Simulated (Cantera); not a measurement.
A closed system holds: 1 mol TEOS, 0.13 mol H₂O, equilibrated at 752 °C and 21.8 Torr.

Method: chemical equilibrium by Gibbs-energy minimisation in Cantera with the NASA 1993 tables (ideal gas, pure condensed phases). Candidate condensed phases: C, C₆H₆, C₇H₈, C₈H₁₈, H₂O, Si, SiC, SiO₂; 123 gas species. The feed counts by its element totals alone. Equilibrium is a limit: real reactors are often held back by kinetics, nucleation or transport.

**Question.** What is the equilibrium state?

**Answer.** 
- x(H₂): 0.825
- x(CO): 0.173
- x(CH₄): 0.00145
- x(H₂O): 0.00109
- x(CO₂): 0.000297
- n(C(graphite)): 5.87 mol
- n(SiO₂(β-quartz)): 1.00 mol
- gas amount: 12.23 mol
- log10 activity of Si(s) (absent): -11.75
